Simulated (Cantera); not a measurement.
A perfectly stirred reactor is fed with H2 : O2 : N2 = 1 : 0.385 : 1.45 (molar parts), equivalence ratio 1.3, at 5.33 atm; it is adiabatic with a 800 K inlet, and is followed from long to short residence time, starting on the burning branch (τ in s: 0.021, 0.011, 0.0061, 0.0033, 0.0018, 0.00094, 0.00051, 0.00027, 0.00015, 7.8e-05, 4.2e-05, 2.3e-05, 1.2e-05).

Model: the H2/O2 subset of GRI-Mech 3.0, which has no nitrogen chemistry, integrated in Cantera. The hydrogen kinetics of GRI-Mech 3.0 are dated; newer H2 mechanisms differ, most at raised pressure.

x: mole fraction; the columns are a selection and need not sum to one.

```csv
τ (s),T (K),x H2,x O2,x OH,x O,x HO2,x H,x H2O
0.021,2682,0.0936,0.000388,0.00588,0.000288,5.33e-7,0.00719,0.305
0.011,2681,0.0936,0.000404,0.00595,0.000295,5.53e-7,0.00728,0.305
0.0061,2679,0.0937,0.000430,0.00605,0.000307,5.86e-7,0.00743,0.305
0.0033,2676,0.0937,0.000479,0.00624,0.000329,[?],0.00770,0.304
0.0018,2669,0.0938,0.000563,0.00656,0.000367,[?],0.00817,0.304
0.00094,2658,0.0939,0.000719,0.00713,0.000442,[?],0.00903,0.302
0.00051,2641,0.0942,0.000966,0.00796,0.000566,[?],0.0103,0.300
0.00027,2613,0.0946,0.00138,0.00916,0.000785,[?],0.0124,0.298
0.00015,2577,0.0951,0.00196,0.0106,0.00111,[?],0.0151,0.294
7.8e-5,2522,0.0960,0.00292,0.0124,0.00167,[?],0.0193,0.288
4.2e-5,2454,0.0971,0.00421,0.0141,0.00245,[?],0.0246,0.281
2.3e-5,2371,0.0983,0.00591,0.0156,0.00346,[?],0.0312,0.273
1.2e-5,2263,0.0999,0.00836,0.0166,0.00482,[?],0.0398,0.263
```

Task: What belongs in the gaps?

Result: 
- 0.0033, x HO2: 6.49e-7
- 0.0018, x HO2: 7.62e-7
- 0.00094, x HO2: 9.84e-7
- 0.00051, x HO2: 1.36e-6
- 0.00027, x HO2: 2.04e-6
- 0.00015, x HO2: 3.06e-6
- 7.8e-5, x HO2: 4.87e-6
- 4.2e-5, x HO2: 7.52e-6
- 2.3e-5, x HO2: 1.14e-5
- 1.2e-5, x HO2: 1.78e-5
